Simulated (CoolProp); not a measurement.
Saturation properties of n-hexane (Tc = 507.8 K, pc = 3.044 MPa, ω = 0.300).

Values from CoolProp's reference Helmholtz-energy equation of state, Thol 2019.

```tsv
T (K)	p (MPa)	liquid density (kg/m³)	vapour density (kg/m³)	vapour viscosity (µPa s)
310.7	0.03387	643.2	1.156	6.50
332.9	0.07578	622.2	2.457	6.94
355	0.1504	600.1	4.692	7.39
377.2	0.2730	576.5	8.306	7.90
399.4	0.4601	551.0	13.86	8.56
421.6	0.7308	522.6	22.21	9.48
443.8	1.106	490.1	34.76	10.7
466	1.611	450.4	54.35	12.3
```

It boils at 341.9 K under 1 atm.

Viscosity comes from a separate model (Michailidou 2013).
